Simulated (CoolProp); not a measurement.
Saturation properties of R1234ze(Z).

Model: reference Helmholtz-energy equation of state, Akasaka 2019, in CoolProp.

```csv
T (°C),p (bar),vapour density (kg/m³),liquid cp (kJ/(kg K)),surface tension (mN/m)
50.75,___,19.34,1.357,9.66
56.95,4.756,22.99,1.379,8.93
63.15,5.624,___,1.403,8.21
69.35,6.607,32.06,1.430,7.50
75.55,7.714,37.64,1.458,6.80
81.75,___,44.06,1.490,6.12
88.05,10.37,51.59,1.526,5.44
94.25,11.91,60.15,1.567,4.78
100.45,13.63,70.07,1.615,4.14
106.65,15.52,81.66,___,3.52
112.85,___,95.31,___,2.92
119.05,19.91,111.6,1.846,2.34
125.25,22.43,131.4,1.984,1.78
131.55,25.24,156.7,2.205,1.25
```

**Question.** Some entries are withheld; supply them.

**Answer.** 
- 50.75, p (bar): 3.995
- 63.15, vapour density (kg/m³): 27.21
- 81.75, p (bar): 8.956
- 106.65, liquid cp (kJ/(kg K)): 1.674
- 112.85, p (bar): 17.61
- 112.85, liquid cp (kJ/(kg K)): 1.748

It boils at 9.7 °C under 1 atm.

Surface tension comes from a separate correlation (Kondou 2015).
